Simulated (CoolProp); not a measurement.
Model: reference Helmholtz-energy equation of state, Lemmon and Jacobsen 2000, in CoolProp.

Task: For R143a, give the phase and the cp (kJ/(kg K)), Joule-Thomson coefficient (K/MPa), viscosity (µPa s) at 364.7 K and 10.9 bar; 364.7 K and 41.1 bar.

Result: 
- 364.7 K and 10.9 bar: gas; cp 1.15, Joule-Thomson coefficient 10.3, viscosity 13.9
- 364.7 K and 41.1 bar: supercritical; cp 2.16, Joule-Thomson coefficient 12.3, viscosity 19.5

Viscosity comes from a separate model (Klein 1997), an estimate that may be off by 10 % or more.
